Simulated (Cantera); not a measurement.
An isothermal, constant-pressure homogeneous reactor starts with 4.53 % C2H4, 95.1 % H2, 0.407 % N2, at 1575 K and 0.711 atm.

Detailed kinetics in Cantera: GRI-Mech 3.0 (53 species, 325 reactions). GRI-Mech 3.0 was tuned for natural gas; its chemistry of ethylene as a main component is partial and can be far from experiment. GRI-Mech 3.0 stops at C3 and has no aromatics, soot or wall deposition, so with more carbon than oxygen in the feed, carbon stays in small species such as C2H2 where larger ones or solid carbon would form.

One state of this run: x C2H4 = 0.0120; x H2 = 0.951; x C2H = 7.79e-9; x C2H2 = 0.0311; x CH3 = 3.04e-6. x: mole fraction; the columns are a selection and need not sum to one.

Which value of t (s) does it belong to?
(A) 2.77
(B) 2.62e-5
(C) 0.00447
(D) 9.46e-5

C, 0.00447
